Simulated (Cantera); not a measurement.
An adiabatic, constant-pressure homogeneous reactor starts with C3H8 : O2 : N2 : H2O = 1 : 5 : 18.8 : 3.6 (molar parts), equivalence ratio 1.0, at 1648 K and 1.00 atm. Integrator tolerance rtol = 1e-08.

Model: GRI-Mech 3.0 (53 species, 325 reactions), integrated in Cantera. GRI-Mech 3.0 was tuned for natural gas; its chemistry of propane as a main component is partial and can be far from experiment.

Question: What does this change do: initial temperature 1648 to 1075 K?

Answer: 
```json
[
 {"quantity": "time of steepest temperature rise", "before": "28.2 µs", "after": "0.112 s"},
 {"quantity": "temperature at 6.00 s", "before": "2691 K", "after": "2464 K"},
 {"quantity": "equilibrium temperature", "before": "2691 K", "after": "2464 K"},
 {"quantity": "x(C3H8) at 6.00 s", "before": "<1e-12 (gas-phase equilibrium <1e-12)", "after": "<1e-12 (gas-phase equilibrium <1e-12)"},
 {"quantity": "x(O2) at 6.00 s", "before": "0.0201 (gas-phase equilibrium 0.0201)", "after": "0.0116 (gas-phase equilibrium 0.0116)"},
 {"quantity": "x(H2O) at 6.00 s", "before": "0.212 (gas-phase equilibrium 0.212)", "after": "0.236 (gas-phase equilibrium 0.236)"},
 {"quantity": "x(CH4) at 6.00 s", "before": "<1e-12 (gas-phase equilibrium <1e-12)", "after": "<1e-12 (gas-phase equilibrium <1e-12)"},
 {"quantity": "x(NO) at 6.00 s", "before": "0.00857 (gas-phase equilibrium 0.00857)", "after": "0.00453 (gas-phase equilibrium 0.00453)"}
]
```

Question: What does this change do: H2O 3.6 to 8.1 parts?

Answer: 
```tsv
quantity	before	after
time of steepest temperature rise	28.2 µs	30.1 µs
temperature at 6.00 s	2691 K	2587 K
equilibrium temperature	2691 K	2587 K
x(C3H8) at 6.00 s	<1e-12 (gas-phase equilibrium <1e-12)	<1e-12 (gas-phase equilibrium <1e-12)
x(O2) at 6.00 s	0.0201 (gas-phase equilibrium 0.0201)	0.0165 (gas-phase equilibrium 0.0165)
x(H2O) at 6.00 s	0.212 (gas-phase equilibrium 0.212)	0.312 (gas-phase equilibrium 0.312)
x(CH4) at 6.00 s	<1e-12 (gas-phase equilibrium <1e-12)	<1e-12 (gas-phase equilibrium <1e-12)
x(NO) at 6.00 s	0.00857 (gas-phase equilibrium 0.00857)	0.00616 (gas-phase equilibrium 0.00616)
```

Question: What does this change do: H2O 3.6 to 4.6 parts?

Answer: 
| quantity | before | after |
|---|---|---|
| time of steepest temperature rise | 28.2 µs | 28.6 µs |
| temperature at 6.00 s | 2691 K | 2665 K |
| equilibrium temperature | 2691 K | 2665 K |
| x(C3H8) at 6.00 s | <1e-12 (gas-phase equilibrium <1e-12) | <1e-12 (gas-phase equilibrium <1e-12) |
| x(O2) at 6.00 s | 0.0201 (gas-phase equilibrium 0.0201) | 0.0193 (gas-phase equilibrium 0.0193) |
| x(H2O) at 6.00 s | 0.212 (gas-phase equilibrium 0.212) | 0.236 (gas-phase equilibrium 0.236) |
| x(CH4) at 6.00 s | <1e-12 (gas-phase equilibrium <1e-12) | <1e-12 (gas-phase equilibrium <1e-12) |
| x(NO) at 6.00 s | 0.00857 (gas-phase equilibrium 0.00857) | 0.00793 (gas-phase equilibrium 0.00793) |
